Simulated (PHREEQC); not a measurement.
Solution (25 °C): 0.24 mol/kgw NH4Cl and 0.029 mol/kgw K2HPO4. Closed to the air; pH follows from the charge balance.

Computed with PHREEQC (ion-association model, wateq4f.dat).

Question: The ionic strength comes out as 0.318 mol/kgw. What activity coefficients do H2PO4-, KHPO4-, PO4-3, K+, NH4+ get?

Answer: H2PO4- 0.72, KHPO4- 0.72, PO4-3 0.045, K+ 0.68, NH4+ 0.73.

No solid was allowed to form. H3PO4, which wateq4f.dat lacks, is added to it with the constant of phreeqc.dat.
